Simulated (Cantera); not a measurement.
A closed system holds: 1 mol Pb, 0.13 mol H2, 0.29 mol N2, held at 1227 °C and 0.0610 bar.

Cantera equilibrium calculation (NASA polynomials, part measured and part estimated; ideal gas, pure solids and liquids). Candidate condensed phases: Pb; 11 gas species. Kinetics and transport are ignored.

Base state: N2 0.412, Pb 0.403, H2 0.185, Pb2 0.000169, H 3.06e-5 (mole fractions); condensed: Pb(l).

**Question.** What changes in the equilibrium state with this change: Pb replaced by HgO?

**Answer.** 
```
species       before     after
----------  --------  --------
Hg                 0     0.539
O2                 0     0.234
N2             0.412     0.156
Pb             0.403         0
H2O                0    0.0700
H2             0.185   1.11e-6
NO                 0  0.000575
Pb2         0.000169         0
OH                 0  0.000135
H            3.06e-5   7.50e-8
Pb(l), mol     0.717         0
```
Further candidate phases: H2O, Hg, HgO.
